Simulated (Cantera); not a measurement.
What does this Cantera script print?

```python
import numpy as np
import cantera as ct

gas_names = [...]  # 150 gases of nasa_gas.yaml made of C, H, N, O, S
cond_names = """
    C(gr) C6H6(L) C7H8(L) C8H18(L),n-octa H2O(s) H2O(L) H2SO4(L) S(cr1) S(cr2) S(L)
""".split()


# ... load() reads the species with a 1 bar reference pressure and builds the phases ...
atoms = {
    'CS2': {'C': 1, 'S': 2},
    'H2O': {'H': 2, 'O': 1},
    'N2': {'N': 2},
}
top_T = {'C(gr)': 4500}  # K; cautious upper limits of use, not melting points


# ... equilibrate(T, P, feed) seeds the gas with the atoms and calls Mixture.equilibrate('TP', solver="vcs", rtol=1e-11, max_steps=5000) ...
results = []
T = 773.15  # K
P = 120  # Pa
for m in [0.3, 0.42, 0.6, 0.86, 1.2, 1.8, 2.5, 3.6, 5.1, 7.3, 10, 15, 21]:
    feed = {'CS2': 1, 'H2O': 0.056, 'N2': m}  # mol
    mix = equilibrate(T, P, feed)
    results.append((T, P, feed, dict(zip(mix.species_names, mix.species_moles))))
    x = sorted(zip(gas.X, gas.species_names), reverse=True)
    print(f"T = {T:g} K  P = {P:g} Pa  n(N2) = {m:g} mol  gas = {mix.phase_moles(0):.4g} mol")
    print("   x: " + "  ".join(f"{s} {v:.3e}" for v, s in x if v > 0.001))
    print("   condensed (mol): " + ("  ".join(f"{mix.phase(i).name} {mix.phase_moles(i):.4g}"
          for i in range(1, mix.n_phases) if mix.phase_moles(i) > 1e-12) or "none"))
```

Result:

```
T = 773.15 K  P = 120 Pa  n(N2) = 0.3 mol  gas = 1.372 mol
   x: CS2 6.417e-01  N2 2.187e-01  S2 5.810e-02  H2S 3.934e-02  CO 2.152e-02  COS 1.903e-02  H2 1.479e-03
   condensed (mol): C(gr) 0.06393
T = 773.15 K  P = 120 Pa  n(N2) = 0.42 mol  gas = 1.492 mol
   x: CS2 5.901e-01  N2 2.815e-01  S2 5.344e-02  H2S 3.611e-02  CO 2.018e-02  COS 1.711e-02  H2 1.416e-03
   condensed (mol): C(gr) 0.06362
T = 773.15 K  P = 120 Pa  n(N2) = 0.6 mol  gas = 1.673 mol
   x: CS2 5.267e-01  N2 3.587e-01  S2 4.769e-02  H2S 3.215e-02  CO 1.848e-02  COS 1.480e-02  H2 1.334e-03
   condensed (mol): C(gr) 0.0632
T = 773.15 K  P = 120 Pa  n(N2) = 0.86 mol  gas = 1.933 mol
   x: CS2 4.560e-01  N2 4.449e-01  S2 4.129e-02  H2S 2.773e-02  CO 1.651e-02  COS 1.230e-02  H2 1.237e-03
   condensed (mol): C(gr) 0.06267
T = 773.15 K  P = 120 Pa  n(N2) = 1.2 mol  gas = 2.274 mol
   x: N2 5.278e-01  CS2 3.879e-01  S2 3.513e-02  H2S 2.349e-02  CO 1.452e-02  COS 9.982e-03  H2 1.136e-03
   condensed (mol): C(gr) 0.06207
T = 773.15 K  P = 120 Pa  n(N2) = 1.8 mol  gas = 2.875 mol
   x: N2 6.261e-01  CS2 3.071e-01  S2 2.781e-02  H2S 1.848e-02  CO 1.203e-02  COS 7.360e-03  H2 1.004e-03
   condensed (mol): C(gr) 0.06121
T = 773.15 K  P = 120 Pa  n(N2) = 2.5 mol  gas = 3.576 mol
   x: N2 6.992e-01  CS2 2.471e-01  S2 2.238e-02  H2S 1.477e-02  CO 1.007e-02  COS 5.527e-03
   condensed (mol): C(gr) 0.06041
T = 773.15 K  P = 120 Pa  n(N2) = 3.6 mol  gas = 4.677 mol
   x: N2 7.698e-01  CS2 1.892e-01  S2 1.713e-02  H2S 1.120e-02  CO 8.065e-03  COS 3.871e-03
   condensed (mol): C(gr) 0.05943
T = 773.15 K  P = 120 Pa  n(N2) = 5.1 mol  gas = 6.178 mol
   x: N2 8.255e-01  CS2 1.434e-01  S2 1.298e-02  H2S 8.397e-03  CO 6.377e-03  COS 2.664e-03
   condensed (mol): C(gr) 0.05843
T = 773.15 K  P = 120 Pa  n(N2) = 7.3 mol  gas = 8.379 mol
   x: N2 8.712e-01  CS2 1.058e-01  S2 9.582e-03  H2S 6.117e-03  CO 4.908e-03  COS 1.762e-03
   condensed (mol): C(gr) 0.05736
T = 773.15 K  P = 120 Pa  n(N2) = 10 mol  gas = 11.08 mol
   x: N2 9.025e-01  CS2 8.011e-02  S2 7.254e-03  H2S 4.568e-03  CO 3.845e-03  COS 1.201e-03
   condensed (mol): C(gr) 0.05639
T = 773.15 K  P = 120 Pa  n(N2) = 15 mol  gas = 16.08 mol
   x: N2 9.328e-01  CS2 5.528e-02  S2 5.005e-03  H2S 3.087e-03  CO 2.761e-03
   condensed (mol): C(gr) 0.05511
T = 773.15 K  P = 120 Pa  n(N2) = 21 mol  gas = 22.08 mol
   x: N2 9.510e-01  CS2 4.030e-02  S2 3.649e-03  H2S 2.205e-03  CO 2.074e-03
   condensed (mol): C(gr) 0.05404
```

Method: chemical equilibrium by Gibbs-energy minimisation in Cantera with the NASA 1993 tables (ideal gas, pure condensed phases). Gases not in the tables: S3 to S7.
